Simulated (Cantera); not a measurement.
A closed system holds: 1 mol SiH4, 0.056 mol HCl, 9 mol H2, equilibrated at 900 K and 9.75 Torr.

Method: chemical equilibrium by Gibbs-energy minimisation in Cantera with the NASA 1993 tables (ideal gas, pure condensed phases). Candidate condensed phases: Si; 19 gas species. The numbers say what is thermodynamically allowed, not how fast it happens.

Base state: H2 0.996, HCl 0.00317, SiCl4 0.000270, SiHCl3 0.000241, SiH2Cl2 2.04e-5, SiCl2 1.37e-5 (mole fractions); condensed: Si(s).

Task: What changes in the equilibrium state with this change: 0.061 mol Cl2 added?

Result: 
```tsv
species	before	after
H2	0.996	0.992
HCl	0.00317	0.00514
SiCl4	0.000270	0.00188
SiCl3	8.81e-6	3.78e-5
SiHCl3	0.000241	0.00103
SiCl2	1.37e-5	3.62e-5
Si(s), mol	0.994	0.966
```
The tables' values for SiCl3 are old estimates; treat these amounts as uncertain.
